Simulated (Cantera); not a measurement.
## Equilibrium for fluorocarbon and chlorocarbon gases: C₂F₆ + HCl

A closed system holds: 1 mol C₂F₆, 2 mol HCl, held at 0.128 Torr.

Method: chemical equilibrium by Gibbs-energy minimisation in Cantera with the NASA 1993 tables (ideal gas, pure condensed phases). Candidate condensed phases: C, C₆H₆, C₇H₈, C₈H₁₈; 118 gas species. The feed counts by its element totals alone. Equilibrium is a limit: real reactors are often held back by kinetics, nucleation or transport.

From 1975 °C to 2425 °C the condensed part is C(graphite). The main C-bearing gas is CF₂ at 1975 °C and C₃ at 2425 °C. The share of C in condensed phases is highest at 2125 °C (91.1 %) and lowest at 2425 °C (10.7 %).

```
T (°C)  log p F  log p Cl  log p HF  log p C₃  log p CF₂  log p H  log p CF  log p C  n C(graphite)
------  -------  --------  --------  --------  ---------  -------  --------  -------  -------------
1975      -4.11     -4.36     -4.36     -8.20      -5.32    -7.51     -5.98    -8.45           1.73
2050      -4.10     -4.37     -4.37     -7.59      -5.57    -7.09     -5.84    -7.92           1.80
2125      -4.09     -4.37     -4.37     -7.02      -5.81    -6.68     -5.72    -7.41           1.82
2200      -4.09     -4.37     -4.38     -6.49      -6.04    -6.30     -5.61    -6.94           1.79
2275      -4.09     -4.38     -4.39     -5.99      -6.27    -5.94     -5.51    -6.50           1.66
2350      -4.10     -4.39     -4.42     -5.51      -6.50    -5.62     -5.43    -6.08           1.28
2425      -4.11     -4.42     -4.47     -5.07      -6.73    -5.33     -5.36    -5.68          0.214
```
log p: log10 of the partial pressure in bar; n: condensed amount in mol.
